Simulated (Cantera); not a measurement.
Input (Python, Cantera):

```python
import numpy as np
import cantera as ct

gas = ct.Solution("gri30.yaml")
gas.TPX = 2125, 57000, {'NO': 1, 'N2': 0.12}
reactor = ct.IdealGasConstPressureReactor(gas, energy="off", clone=False)
net = ct.ReactorNet([reactor])
net.rtol, net.atol = 1e-08, 1e-18
show = ['NO', 'N2O', 'O', 'NO2', 'N2', 'O2']
times = np.geomspace(0.0008, 200, 14)

steps = ct.SolutionArray(gas, extra=["t"])
rows = []
print(f"{'t/s':>10s}{'T/K':>9s}{'P/Pa':>11s}" + "".join(f"{s:>11s}" for s in show))
for t in times:
    while net.time < t:
        t_next = net.step()
        steps.append(gas.state, t=t_next)
    rows.append([np.interp(t, steps.t, y) for y in (steps.T, steps.P, *steps(*show).X.T)])
    print(f"{t:10.3e}{rows[-1][0]:9.1f}{rows[-1][1]:11.4g}" + "".join(f"{x:11.3e}" for x in rows[-1][2:]))
rate = np.gradient(steps.T, steps.t)
print("integrator steps:", len(steps.t))
if steps.T.max() > steps.T[0] + 200:
    print(f"time of steepest temperature rise: {steps.t[rate.argmax()]:.4e} s")
gas.TPX = 2125, 57000, {'NO': 1, 'N2': 0.12}
gas.equilibrate("TP")
print(f"equilibrium (TP): T = {gas.T:.1f} K  " + "  ".join(f"{s} {gas[s].X[0]:.3e}" for s in show))
```

Output:

```
       t/s      T/K       P/Pa         NO        N2O          O        NO2         N2         O2
 8.000e-04   2125.0    5.7e+04  8.903e-01  3.541e-04  3.249e-04  2.544e-04  1.080e-01  7.498e-04
 2.081e-03   2125.0    5.7e+04  8.861e-01  3.750e-04  3.502e-04  2.756e-04  1.101e-01  2.816e-03
 5.414e-03   2125.0    5.7e+04  8.751e-01  3.631e-04  3.860e-04  3.064e-04  1.156e-01  8.277e-03
 1.409e-02   2125.0    5.7e+04  8.463e-01  3.336e-04  4.658e-04  3.703e-04  1.300e-01  2.255e-02
 3.664e-02   2125.0    5.7e+04  7.729e-01  2.689e-04  6.234e-04  4.723e-04  1.667e-01  5.911e-02
 9.533e-02   2125.0    5.7e+04  6.030e-01  1.551e-04  8.838e-04  5.425e-04  2.516e-01  1.438e-01
 2.480e-01   2125.0    5.7e+04  3.173e-01  4.058e-05  1.198e-03  3.969e-04  3.945e-01  2.866e-01
 6.452e-01   2125.0    5.7e+04  8.515e-02  3.143e-06  1.401e-03  1.260e-04  5.106e-01  4.027e-01
 1.678e+00   2125.0    5.7e+04  2.053e-02  5.433e-07  1.452e-03  3.156e-05  5.429e-01  4.351e-01
 4.366e+00   2125.0    5.7e+04  1.294e-02  4.503e-07  1.458e-03  1.998e-05  5.467e-01  4.389e-01
 1.136e+01   2125.0    5.7e+04  1.280e-02  4.490e-07  1.458e-03  1.976e-05  5.468e-01  4.390e-01
 2.955e+01   2125.0    5.7e+04  1.280e-02  4.490e-07  1.458e-03  1.976e-05  5.468e-01  4.390e-01
 7.688e+01   2125.0    5.7e+04  1.280e-02  4.490e-07  1.458e-03  1.976e-05  5.468e-01  4.390e-01
 2.000e+02   2125.0    5.7e+04  1.280e-02  4.490e-07  1.458e-03  1.976e-05  5.468e-01  4.390e-01
integrator steps: 1113
equilibrium (TP): T = 2125.0 K  NO 1.280e-02  N2O 4.490e-07  O 1.458e-03  NO2 1.976e-05  N2 5.468e-01  O2 4.390e-01
```

Model: GRI-Mech 3.0 (53 species, 325 reactions), integrated in Cantera.
